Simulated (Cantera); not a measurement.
Cantera run:

```python
import numpy as np
import cantera as ct

gas_names = """
    CL CLO CL2 Mg MgCL MgCL2 MgO Mg2 O O2 O3
""".split()
cond_names = """
    Mg(cr) Mg(L) MgCL2(s) MgCL2(L) MgO(s) MgO(L)
""".split()


# ... load() reads the species with a 1 bar reference pressure and builds the phases ...
atoms = {
    'MgO': {'Mg': 1, 'O': 1},
    'Cl2': {'CL': 2},
}
top_T = {}  # K; cautious upper limits of use, not melting points


# ... equilibrate(T, P, feed) seeds the gas with the atoms and calls Mixture.equilibrate('TP', solver="vcs", rtol=1e-11, max_steps=5000) ...
results = []
feed = {'MgO': 1, 'Cl2': 49}  # mol
T = 1398  # K
P = 12000  # Pa
mix = equilibrate(T, P, feed)
results.append((T, P, feed, dict(zip(mix.species_names, mix.species_moles))))
x = sorted(zip(gas.X, gas.species_names), reverse=True)
print(f"T = {T:g} K  P = {P:g} Pa  gas = {mix.phase_moles(0):.4g} mol")
print("   x: " + "  ".join(f"{s} {v:.3e}" for v, s in x if v > 0.0001))
print("   condensed (mol): " + ("  ".join(f"{mix.phase(i).name} {mix.phase_moles(i):.4g}"
      for i in range(1, mix.n_phases) if mix.phase_moles(i) > 1e-12) or "none"))
```

Result:

```
T = 1398 K  P = 12000 Pa  gas = 51.47 mol
   x: CL2 8.944e-01  CL 7.642e-02  MgCL2 1.943e-02  O2 9.678e-03
   condensed (mol): none
```

Cantera equilibrium calculation (NASA polynomials, part measured and part estimated; ideal gas, pure solids and liquids).
